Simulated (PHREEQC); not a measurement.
A solution holds 0.84 mol/kgw KCl, 0.00319 mol/kgw Na2B4O7 and 9.5e-05 mol/kgw H4SiO4, at 25 °C. It is in equilibrium with CO2 at log p = -3.4 (atm). Otherwise closed; pH follows from the charge balance.

Computed with PHREEQC (Pitzer model, pitzer.dat).

Precipitation was switched off in this run.

**Question.** Predict the pH, density, osmotic coefficient.

**Answer.** pH 8.49; density 1.035 g/cm³; osmotic coefficient 0.898.

**Question.** In which forms is B present?

**Answer.** B(OH)3 76 %, B(OH)4- 24 % of the B.
